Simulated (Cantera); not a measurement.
Standard-state values (1 bar) from the NASA 1993 polynomials, evaluated with Cantera. Values are per mole of reaction as written; species without (g) are pure solids or liquids, kept so even where they would boil at 1 bar.

### Question
Between 300 and 675 K, where is each reaction favourable under standard conditions?
- 8 NO₂(g) + 4 PH₃(g) ⇌ P₄O₁₀ + 6 H₂O(g) + 4 N₂(g)

### Answer
- 8 NO₂(g) + 4 PH₃(g) ⇌ P₄O₁₀ + 6 H₂O(g) + 4 N₂(g): ΔG° is -4566 kJ at 300 K and -4344 kJ at 675 K; it stays negative (K > 1). ΔH° is -4720 kJ and ΔS° -558 J/K at 675 K.
